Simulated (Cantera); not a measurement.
A closed system holds: 1 mol Si3N4, 250 mol H2, 0.95 mol N2, 5.8 mol O2, held at 1825 K and 10.0 mbar.

Cantera equilibrium calculation (NASA polynomials, part measured and part estimated; ideal gas, pure solids and liquids). Candidate condensed phases: H2O, Si, SiO2, Si2N2O, Si3N4; 35 gas species. The tables hold silica as quartz up to 1696 K and as liquid above; real silica turns to tridymite and cristobalite and melts near 1996 K. Rates play no part.

Base state: H2 0.942, H2O 0.0322, N2 0.0115, SiO 0.0104, H 0.00427, OH 1.02e-5 (mole fractions); condensed: SiO2(condensed).

Question: What changes in the equilibrium state with this change: pressure from 10.0 mbar to 3.30 Pa?

Answer: 
```csv
species,before,after
H2,0.942,0.874
H,0.00427,0.0717
H2O,0.0322,0.0322
SiO,0.0104,0.0113
N2,0.0115,0.0111
O,3.56e-8,1.16e-5
OH,1.02e-5,0.000185
"SiO2(condensed), mol",0.344,0
```
